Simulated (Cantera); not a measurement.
Source: NASA polynomial tables (part measured, part estimated), evaluated in Cantera. Values are per mole of reaction as written; species without (g) are pure solids or liquids, kept so even where they would boil at 1 bar.

BN + 2 O2(g) + NF3(g) = 2 NO2(g) + BF3(g), with ΔH° = -684.7 kJ and ΔS° = 48.8 J/K at 300 K.

Q: How far is the shortcut ΔG° ≈ ΔH°(300 K) − T·ΔS°(300 K) from the full temperature-dependent value at 1150, 1250, 1350, 1450, 1550, 1650 K?

A: 
```tsv
T (K)	shortcut (kJ)	full (kJ)	difference (kJ)	difference in log10 K
1150	-740.7	-733.3	-7.4	0.34
1250	-745.6	-736.6	-9.0	0.37
1350	-750.5	-739.8	-10.6	0.41
1450	-755.4	-743.0	-12.4	0.45
1550	-760.2	-746.0	-14.3	0.48
1650	-765.1	-748.9	-16.2	0.51
```
The shortcut ignores the heat-capacity change of the reaction.
